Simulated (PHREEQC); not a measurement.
**Nickel, zinc or cadmium bath: speciation**

Make-up at 20 °C: 61 mmol/kgw NiSO4, 0.41 mmol/kgw KCl and 1.4 mmol/kgw MnSO4. Closed to the air; pH follows from the charge balance.

Equilibrium calculation in PHREEQC: ion-association model, wateq4f.dat.

Each row changes one thing in this solution. No solid was allowed to form.

```tsv
case	pH	ionic strength (mol/kgw)	SO4-2 (mol/kgw)	Ni+2 (mol/kgw)	NiSO4 (mol/kgw)	Mn+2 (mol/kgw)	SI of Morenosite (NiSO4:7H2O)
as made	6.12	0.145	0.0360	0.0352	0.0257	0.000835	-1.45
MnSO4 from 0.0014 to 0.014 mol/kgw	6.14	0.170	0.0424	0.0343	0.0266	0.00817	-1.44
KCl left out	6.12	0.144	0.0360	0.0352	0.0257	0.000835	-1.45
temperature from 20 to 35 °C	5.94	0.141	0.0350	0.0343	0.0267	0.000759	-1.60
diluted 5-fold with water	6.25	0.0353	0.00880	0.00860	0.00360	0.000203	-2.32
temperature from 20 to 70 °C	5.63	0.135	0.0336	0.0330	0.0279	0.000617	-1.90
0.0088 mol/kgw CO2 added	4.15	0.145	0.0360	0.0352	0.0256	0.000834	-1.46
```

Species that the database lacks are ignored. Away from 25 °C the constants follow the database's enthalpies or fits; those with neither stay at their 25 °C values.
